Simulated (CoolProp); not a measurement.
The numbers come from the reference Helmholtz-energy equation of state, Outcalt 1996 in CoolProp. It is a modified Benedict-Webb-Rubin equation, recast in Helmholtz form.

### Question
Give the vapour pressure (MPa), vapour density (kg/m³), vapour viscosity (µPa s) of saturated R152A at 293.6, 297.8 K.

### Answer
```csv
T (K),p (MPa),vapour density (kg/m³),vapour viscosity (µPa s)
293.6,0.520,16.1,11.0
297.8,0.590,18.3,11.2
```

Viscosity comes from a separate model (Bell 2016), an estimate that may be off by 10 % or more.
